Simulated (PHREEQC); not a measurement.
## Leach liquor: speciation

Consider water at 25 °C with 0.054 mol HCl, 7e-05 mol MnSO4 and 0.00032 mol Na2SO4 per kg of water. It is in equilibrium with CO2 at log p = -3.5 (atm). Otherwise closed; pH follows from the charge balance.

The numbers come from PHREEQC with the ion-association model, wateq4f.dat.

No solid was allowed to form.

**Question.** Predict the pH.

**Answer.** pH 1.34.

**Question.** In which forms is S present?

**Answer.** HSO4- 71 %, SO4-2 29 % of the S.
